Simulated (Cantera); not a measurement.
An adiabatic, constant-volume homogeneous reactor starts with 8.11 % C₃H₈, 19.3 % O₂, 72.6 % N₂, equivalence ratio 2.1, at 1073 K and 2700 Torr.

Cantera simulation using GRI-Mech 3.0 (53 species, 325 reactions); the numbers are that mechanism's predictions, not measurements. GRI-Mech 3.0 was tuned for natural gas; its chemistry of propane as a main component is partial and can be far from experiment.

Predict: time of steepest temperature rise; temperature at 3.00 s; equilibrium temperature; x(O₂) at 3.00 s; x(CO) at 3.00 s; x(N₂O) at 3.00 s.


* **time of steepest temperature rise**: 44.5 ms
* **temperature at 3.00 s**: 2545 K
* **equilibrium temperature**: 2545 K
* **x(O₂) at 3.00 s**: 1.79e-6 (gas-phase equilibrium 1.79e-6)
* **x(CO) at 3.00 s**: 0.171 (gas-phase equilibrium 0.171)
* **x(N₂O) at 3.00 s**: 9.56e-9 (gas-phase equilibrium 9.56e-9)
